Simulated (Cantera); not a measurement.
Input: 1 mol SiH2Cl2, 0.45 mol Cl2, 790 mol H2, at 1375 °C and 1.00 bar.

Method: chemical equilibrium by Gibbs-energy minimisation in Cantera with the NASA 1993 tables (ideal gas, pure condensed phases). Candidate condensed phases: Si; 19 gas species. The numbers say what is thermodynamically allowed, not how fast it happens.

Base state: H2 0.996, HCl 0.00357, H 8.89e-5, SiCl2 4.53e-5 (mole fractions); condensed: Si(s).

Problem. What changes in the equilibrium state with this change: SiH2Cl2 replaced by SiHCl3?

Solution. 
| species | before | after |
|---|---|---|
| H2 | 0.996 | 0.995 |
| HCl | 0.00357 | 0.00475 |
| H | 8.89e-5 | 8.88e-5 |
| SiCl2 | 4.53e-5 | 8.07e-5 |
| Si(s), mol | 0.954 | 0.925 |
